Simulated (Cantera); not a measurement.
An adiabatic, constant-pressure homogeneous reactor starts with 6.18 % CH₄, 19.0 % O₂, 71.7 % N₂, 3.09 % H₂O, at 1473 K and 4.50 bar.

Detailed kinetics in Cantera: GRI-Mech 3.0 (53 species, 325 reactions).

Problem. Predict: time of steepest temperature rise; temperature at 0.600 s; equilibrium temperature; x(O₂) at 0.600 s; x(H₂O) at 0.600 s; x(N₂O) at 0.600 s.

Solution. 
* **time of steepest temperature rise**: 0.429 ms
* **temperature at 0.600 s**: 2568 K
* **equilibrium temperature**: 2568 K
* **x(O₂) at 0.600 s**: 0.0599 (gas-phase equilibrium 0.0599)
* **x(H₂O) at 0.600 s**: 0.145 (gas-phase equilibrium 0.145)
* **x(N₂O) at 0.600 s**: 1.46e-6 (gas-phase equilibrium 1.46e-6)
